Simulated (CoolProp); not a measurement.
Hexamethyldisiloxane (MM) along the isobar 2060 kPa: density (kg/m³) from the reference equation and from simpler models built on Tc = 518.7 K, pc = 1931 kPa, ω = 0.418; each cubic takes its own stable root.

Model: reference Helmholtz-energy equation of state, Thol 2016, in CoolProp.

```tsv
T (K)	phase	reference	van der Waals	Peng-Robinson
466.1	liquid	552.8	349.2	562.8
478.9	liquid	528.3	334.5	528.2
491.8	liquid	499.3	317.1	486.3
504.6	liquid	462.0	295.3	432.7
517.4	liquid	397.0	263.2	347.1
530.2	supercritical	159.5	166.1	161.5
543.1	supercritical	128.0	131.5	130.4
555.9	supercritical	113.1	117.1	115.1
568.7	supercritical	103.2	107.6	104.9
581.5	supercritical	95.84	100.4	97.31
594.4	supercritical	90.00	94.65	91.24
607.2	supercritical	85.22	89.86	86.28
620	supercritical	81.16	85.76	82.08
```
